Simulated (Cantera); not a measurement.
A closed system holds: 1 mol CH₃SiH₃, 0.21 mol C₂H₂, 21 mol H₂, equilibrated at 0.00133 bar.

These are equilibrium values from Cantera (NASA tables, ideal gas, pure condensed phases), not measurements of a reactor. Candidate condensed phases: C, C₆H₆, C₇H₈, C₈H₁₈, Si, SiC; 87 gas species. The feed counts by its element totals alone. Kinetics and transport are ignored. All values below are at 1773 K.

Base state: H₂ 0.992, H 0.00776, C₂H₂ (acetylene) 0.000139, Si 3.39e-5 (mole fractions); condensed: C(graphite) + SiC(s).

Question: What changes in the equilibrium state with this change: 0.04 mol CO₂ added?

Answer: 
| species | before | after |
|---|---|---|
| H₂ | 0.992 | 0.989 |
| H | 0.00776 | 0.00775 |
| CO | 0 | 0.00326 |
| SiO | 0 | 1.68e-5 |
| Si | 3.39e-5 | 3.39e-5 |
| C₂H₂ (acetylene) | 0.000139 | 0.000138 |
| C(graphite), mol | 0.414 | 0.375 |
| SiC(s), mol | 0.999 | 0.999 |
Further candidate phases: H₂O, SiO₂.
